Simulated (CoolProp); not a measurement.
Vapour-liquid equilibrium of R134a (1) + isobutane (2) at 0.188 MPa; x and y are mole fractions of (1).

Computed with CoolProp (multi-fluid Helmholtz-energy mixture model, Tillner-Roth 1994 and Bücker 2006; pair parameters Bell 2016).

Give the bubble temperature and the first vapour's composition at x = 0.05, 0.25, 0.35. Is there an azeotrope?

x = 0.05: 269.7 K, y = 0.283; x = 0.25: 258.2 K, y = 0.590; x = 0.35: 256.9 K, y = 0.625. y crosses x between x = 0.65 and 0.75: the model has an azeotrope there.

The pair parameters rest on a limited set of measurements; away from them the model extrapolates. With so large a gap from Raoult's law the liquid may split in two, which this calculation doesn't test in full.
